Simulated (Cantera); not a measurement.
An adiabatic, constant-pressure homogeneous reactor starts with 3.67 % CH₃OH, 7.52 % O₂, 82.9 % N₂, 5.87 % H₂O, equivalence ratio 0.73, at 1823 K and 7500 Torr.

Model: GRI-Mech 3.0 (53 species, 325 reactions), integrated in Cantera. GRI-Mech 3.0 was tuned for natural gas; its chemistry of methanol as a main component is partial and can be far from experiment.

One state of this run: T (K) = 2397; x CH₃OH = <1e-12; x O₂ = 0.0174; x H₂O = 0.126; x CO₂ = 0.0342; x CO = 0.00172; x H = 0.000164; x HCN = 9.13e-12. x: mole fraction; the columns are a selection and need not sum to one.

Task: Which value of t (s) does it belong to?
A) 9.28e-5
B) 0.000242
C) 5.22e-6
D) 0.0766

Result: D, 0.0766
